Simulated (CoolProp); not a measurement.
Saturated liquid density (kg/m³) of carbon monoxide: the reference equation beside estimates from Tc = 132.9 K, pc = 3.498 MPa, ω = 0.050. Rackett uses Z = 0.29056 − 0.08775 ω.

Model: reference Helmholtz-energy equation of state, Lemmon 2006, in CoolProp. It is a short technical equation, of lower accuracy than the large ones.

```csv
T (K),reference,Rackett,van der Waals,Redlich-Kwong,Soave-Redlich-Kwong,Peng-Robinson
98.7,712.3,724.2,486.5,698.8,698.7,791.7
101.2,699.0,711.1,477.3,682.2,682.7,773.8
103.7,685.1,___,467.6,664.9,665.9,754.8
106.2,670.7,683.3,457.5,646.6,648.1,734.7
108.7,655.6,668.5,446.9,627.5,629.4,713.4
111.2,639.7,652.9,435.6,607.2,609.6,690.7
113.7,622.8,636.4,423.7,585.7,588.4,666.4
116.2,604.8,618.7,___,562.7,___,640.2
118.7,585.4,599.6,397.1,___,541.1,611.7
121.2,564.1,578.6,382.0,511.1,514.3,580.3
123.7,540.3,555.0,365.2,481.3,484.5,545.4
126.2,512.7,527.6,345.9,447.5,450.4,___
128.7,478.7,493.4,322.6,407.2,409.7,457.2
```

### Question
Complete the blanks.

### Answer

- 103.7, Rackett: 697.5
- 116.2, van der Waals: 410.9
- 116.2, Soave-Redlich-Kwong: 565.7
- 118.7, Redlich-Kwong: 538.0
- 126.2, Peng-Robinson: 505.3

Absolute difference from the reference over all 13 rows, mean and median: Rackett 2.3 and 2.2 %, van der Waals 32.1 and 32.0 %, Redlich-Kwong 6.9 and 6.0 %, Soave-Redlich-Kwong 6.5 and 5.5 %, Peng-Robinson 6.6 and 7.0 %.
